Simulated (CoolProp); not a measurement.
Properties of isobutene at several states (Tc = 418.1 K, pc = 4.016 MPa, ω = 0.193).

The numbers come from the reference Helmholtz-energy equation of state, Lemmon 2005 in CoolProp. It is a short technical equation, of lower accuracy than the large ones.

```json
[
 {"T (K)": "460.8", "p (MPa)": "0.713", "phase": "gas", "cv (kJ/(kg K))": "2.067", "expansivity (1/kK)": "?", "fugacity coefficient": "0.9556"},
 {"T (K)": "538.4", "p (MPa)": "0.0355", "phase": "gas", "cv (kJ/(kg K))": "?", "expansivity (1/kK)": "1.866", "fugacity coefficient": "0.9987"},
 {"T (K)": "281.6", "p (MPa)": "0.61", "phase": "liquid", "cv (kJ/(kg K))": "?", "expansivity (1/kK)": "?", "fugacity coefficient": "0.2805"},
 {"T (K)": "333.5", "p (MPa)": "0.0242", "phase": "gas", "cv (kJ/(kg K))": "?", "expansivity (1/kK)": "3.044", "fugacity coefficient": "0.9956"},
 {"T (K)": "454.3", "p (MPa)": "1.51", "phase": "gas", "cv (kJ/(kg K))": "2.067", "expansivity (1/kK)": "?", "fugacity coefficient": "?"}
]
```

Problem. Some entries are withheld; supply them.

Solution. 
- 460.8, expansivity (1/kK): 2.533
- 538.4, cv (kJ/(kg K)): 2.303
- 281.6, cv (kJ/(kg K)): 1.592
- 281.6, expansivity (1/kK): 1.948
- 333.5, cv (kJ/(kg K)): 1.580
- 454.3, expansivity (1/kK): 3.171
- 454.3, fugacity coefficient: 0.9025
